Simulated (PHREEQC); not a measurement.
Consider water at 25 °C with 0.058 mol/kgw Na2SO4, 0.017 mol/kgw CaCl2 and 0.3 mol/kgw NaCl. Closed to the air; pH follows from the charge balance.

Model: Pitzer model, pitzer.dat, run in PHREEQC.

Q: The ionic strength comes out as 0.525 mol/kgw. What activity coefficients do Cl-, SO4-2, Na+, Ca+2 get?

A: Cl- 0.65, SO4-2 0.12, Na+ 0.69, Ca+2 0.19. Single-ion values are on the MacInnes scale.

Precipitation was switched off in this run.
